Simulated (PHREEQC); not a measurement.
Consider water at 25 °C with 0.025 mol/kgw NH4Cl, 0.00029 mol/kgw K2HPO4 and 0.00017 mol/kgw KCl. Closed to the air; pH follows from the charge balance.

Model: ion-association model, phreeqc.dat, run in PHREEQC.

| quantity | before | after |
|---|---|---|
| pH | 7.06 | 6.31 |
| SI of Sylvite (KCl) | -5.76 | -6.28 |

### Question
Name the change that produced these shifts.
(A) K2HPO4 from 0.00029 to 2.9e-05 mol/kgw
(B) NH4Cl from 0.025 to 0.05 mol/kgw
(C) diluted 10-fold with water
(D) K2HPO4 left out
(E) KCl left out

### Answer
A, K2HPO4 from 0.00029 to 2.9e-05 mol/kgw

No solid was allowed to form.
